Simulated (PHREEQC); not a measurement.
Consider water at 25 °C with 0.087 mol HNO3, 0.027 mol NaCl and 0.0006 mol KCl per kg of water. Closed to the air; pH follows from the charge balance.

Computed with PHREEQC (ion-association model, wateq4f.dat).

No solid was allowed to form.

**Question.** Estimate the pH.

**Answer.** pH 1.15.
